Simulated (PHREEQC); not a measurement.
Make-up at 25 °C: 0.00023 mol Sr(OH)2 per kg of water. Closed to the air; pH follows from the charge balance.

The numbers come from PHREEQC with the ion-association model, phreeqc.dat.

The pH comes out as 10.64 and the ionic strength comes out as 0.000689 mol/kgw. The specific conductance is 115 µS/cm and the total alkalinity is 0.460 meq/kg.

```json
[
 {"species": "OH-", "molality": "0.000460", "activity": "0.000446", "log γ": "-0.013"},
 {"species": "Sr+2", "molality": "0.000229", "activity": "0.000204", "log γ": "-0.051"},
 {"species": "SrOH+", "molality": "4.75e-7", "activity": "4.61e-7", "log γ": "-0.013"}
]
```

No solid was allowed to form.
